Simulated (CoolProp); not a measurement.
Vapour-liquid equilibrium of R152A (1) + R227EA (2) at 0.462 MPa; x and y are mole fractions of (1).

Values from CoolProp's multi-fluid Helmholtz-energy mixture model, Outcalt 1996 and Lemmon 2016; pair parameters Bell 2016.

```json
[
 {"x": "0.05", "bubble temperature (K)": "298.4", "y at the bubble point": "0.057", "dew temperature at overall composition x (K)": "298.4", "liquid density (mol/L)": "8.340"},
 {"x": "0.125", "bubble temperature (K)": "297.9", "y at the bubble point": "0.146", "dew temperature at overall composition x (K)": "298.0", "liquid density (mol/L)": "8.642"},
 {"x": "0.2", "bubble temperature (K)": "297.2", "y at the bubble point": "0.237", "dew temperature at overall composition x (K)": "297.5", "liquid density (mol/L)": "8.961"},
 {"x": "0.275", "bubble temperature (K)": "296.4", "y at the bubble point": "0.327", "dew temperature at overall composition x (K)": "296.9", "liquid density (mol/L)": "9.299"},
 {"x": "0.35", "bubble temperature (K)": "295.6", "y at the bubble point": "0.414", "dew temperature at overall composition x (K)": "296.2", "liquid density (mol/L)": "9.657"},
 {"x": "0.425", "bubble temperature (K)": "294.8", "y at the bubble point": "0.495", "dew temperature at overall composition x (K)": "295.5", "liquid density (mol/L)": "10.04"},
 {"x": "0.5", "bubble temperature (K)": "293.9", "y at the bubble point": "0.572", "dew temperature at overall composition x (K)": "294.7", "liquid density (mol/L)": "10.44"},
 {"x": "0.575", "bubble temperature (K)": "293.1", "y at the bubble point": "0.644", "dew temperature at overall composition x (K)": "293.9", "liquid density (mol/L)": "10.87"},
 {"x": "0.65", "bubble temperature (K)": "292.4", "y at the bubble point": "0.711", "dew temperature at overall composition x (K)": "293.0", "liquid density (mol/L)": "11.32"},
 {"x": "0.725", "bubble temperature (K)": "291.7", "y at the bubble point": "0.774", "dew temperature at overall composition x (K)": "292.2", "liquid density (mol/L)": "11.81"},
 {"x": "0.8", "bubble temperature (K)": "291.1", "y at the bubble point": "0.836", "dew temperature at overall composition x (K)": "291.4", "liquid density (mol/L)": "12.33"},
 {"x": "0.875", "bubble temperature (K)": "290.5", "y at the bubble point": "0.896", "dew temperature at overall composition x (K)": "290.7", "liquid density (mol/L)": "12.89"},
 {"x": "0.95", "bubble temperature (K)": "290.1", "y at the bubble point": "0.958", "dew temperature at overall composition x (K)": "290.1", "liquid density (mol/L)": "13.50"}
]
```

No azeotrope shows between x = 0.05 and 0.95.

The pair parameters rest on a limited set of measurements; away from them the model extrapolates. The gap from Raoult's law changes sign with composition, which may be real or a fault of the pair parameters; it wasn't checked against measurements.
